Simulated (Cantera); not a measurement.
A closed system holds: 1 mol CH₃SiCl₃, 0.031 mol C₃H₈, 4.1 mol H₂, equilibrated at 2525 K and 0.690 bar.

Equilibrium computed with Cantera from the NASA thermochemical tables; the gas is ideal and each condensed phase is pure. Candidate condensed phases: C, C₆H₆, C₇H₈, C₈H₁₈, Si, SiC; 109 gas species. The feed counts by its element totals alone. The tables' values for SiCl, SiCl₃ are old estimates; treat these amounts as uncertain. Gases not in the tables: Si₂H₆ and higher silanes. Kinetics and transport are ignored.

Base state: H₂ 0.609, HCl 0.291, SiCl₂ 0.0508, H 0.0263, Cl 0.00886, C₂H₂ (acetylene) 0.00731, SiCl 0.00259, Si 0.00210 (mole fractions); condensed: C(graphite) + SiC(s).

**Question.** What changes in the equilibrium state with this change: CH₃SiCl₃ replaced by SiH₂Cl₂?

**Answer.** 
```tsv
species	before	after
H₂	0.609	0.710
HCl	0.291	0.175
SiCl₂	0.0508	0.0622
H	0.0263	0.0284
C₄H₂	3.63e-5	1.76e-7
Si₃	6.43e-7	3.92e-5
C₂HCl	4.16e-5	1.62e-6
C(graphite), mol	0.401	0
SiC(s), mol	0.570	0.0757
Si(l), mol	0	0.396
```
Mutual solubility and eutectic melting of coexisting phases are not modelled.
